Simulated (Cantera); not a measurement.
Reactions in the system Ca-F-N-O

Standard-state values (1 bar) from the NASA 1993 polynomials, evaluated with Cantera. Values are per mole of reaction as written; species without (g) are pure solids or liquids, kept so even where they would boil at 1 bar.

4 CaF2 + 2 NO2(g) → N2(g) + 4 CaO + 8 F(g)

```json
[
 {"T (K)": "300", "ΔH° (kJ)": "2930.1", "ΔS° (J/K)": "860.2", "ΔG° (kJ)": "2672.0", "log10 K": "-465.23", "condensed phases": "CaF2(s), CaO(s)"},
 {"T (K)": "1473", "ΔH° (kJ)": "2864.9", "ΔS° (J/K)": "814.3", "ΔG° (kJ)": "1665.4", "log10 K": "-59.06", "condensed phases": "CaF2(s), CaO(s)"},
 {"T (K)": "1548", "ΔH° (kJ)": "2851.4", "ΔS° (J/K)": "805.4", "ΔG° (kJ)": "1604.6", "log10 K": "-54.14", "condensed phases": "CaF2(s), CaO(s)"},
 {"T (K)": "1623", "ΔH° (kJ)": "2837.8", "ΔS° (J/K)": "796.8", "ΔG° (kJ)": "1544.5", "log10 K": "-49.71", "condensed phases": "CaF2(s), CaO(s)"},
 {"T (K)": "1698", "ΔH° (kJ)": "2705.9", "ΔS° (J/K)": "718.7", "ΔG° (kJ)": "1485.6", "log10 K": "-45.70", "condensed phases": "CaF2(l), CaO(s)"},
 {"T (K)": "1773", "ΔH° (kJ)": "2699.8", "ΔS° (J/K)": "715.1", "ΔG° (kJ)": "1431.8", "log10 K": "-42.18", "condensed phases": "CaF2(l), CaO(s)"},
 {"T (K)": "1848", "ΔH° (kJ)": "2693.7", "ΔS° (J/K)": "711.8", "ΔG° (kJ)": "1378.3", "log10 K": "-38.96", "condensed phases": "CaF2(l), CaO(s)"},
 {"T (K)": "1923", "ΔH° (kJ)": "2687.7", "ΔS° (J/K)": "708.6", "ΔG° (kJ)": "1325.0", "log10 K": "-35.99", "condensed phases": "CaF2(l), CaO(s)"},
 {"T (K)": "1998", "ΔH° (kJ)": "2681.7", "ΔS° (J/K)": "705.5", "ΔG° (kJ)": "1272.0", "log10 K": "-33.25", "condensed phases": "CaF2(l), CaO(s)"},
 {"T (K)": "2073", "ΔH° (kJ)": "2675.8", "ΔS° (J/K)": "702.7", "ΔG° (kJ)": "1219.2", "log10 K": "-30.72", "condensed phases": "CaF2(l), CaO(s)"}
]
```
